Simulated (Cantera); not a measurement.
# Hydrocarbon pyrolysis for carbon deposition

An isothermal, constant-pressure homogeneous reactor starts with CH4 : H2 = 1 : 1.1 (molar parts), at 1575 K and 88000 Pa.

Computed with Cantera and GRI-Mech 3.0 (53 species, 325 reactions). GRI-Mech 3.0 stops at C3 and has no aromatics, soot or wall deposition, so with more carbon than oxygen in the feed, carbon stays in small species such as C2H2 where larger ones or solid carbon would form.

```
t (s)      x CH4   x H2    x C2H2     x C2H    x C2H4    x CH2
--------  ------  -----  --------  --------  --------  -------
0.000300   0.475  0.524   6.12e-7    <1e-12   4.51e-5  6.52e-9
0.000866   0.474  0.525   1.96e-5  2.01e-12  0.000361  9.97e-9
0.00250    0.470  0.527  0.000342  3.79e-11   0.00162  1.15e-8
0.00721    0.457  0.536   0.00296  3.30e-10   0.00373  1.13e-8
0.0208     0.422  0.559    0.0139   1.56e-9   0.00495  1.07e-8
0.0600     0.345  0.610    0.0395   4.53e-9   0.00568  9.12e-9
0.173      0.226  0.688    0.0782   9.50e-9   0.00773  6.83e-9
0.500      0.120  0.758     0.112   1.53e-8    0.0105  4.71e-9
1.44      0.0848  0.781     0.123   1.81e-8    0.0116  3.95e-9
4.16      0.0836  0.781     0.123   1.82e-8    0.0117  3.92e-9
12.0      0.0836  0.781     0.123   1.82e-8    0.0117  3.92e-9
34.7      0.0836  0.781     0.123   1.82e-8    0.0117  3.92e-9
100       0.0836  0.781     0.123   1.82e-8    0.0117  3.92e-9
```
x: mole fraction; the columns are a selection and need not sum to one.

Equilibrium at this temperature and pressure: CH4 0.0836, H2 0.781, C2H2 0.123, C2H 1.82e-8, C2H4 0.0117, CH2 3.92e-9 (gas phase only).
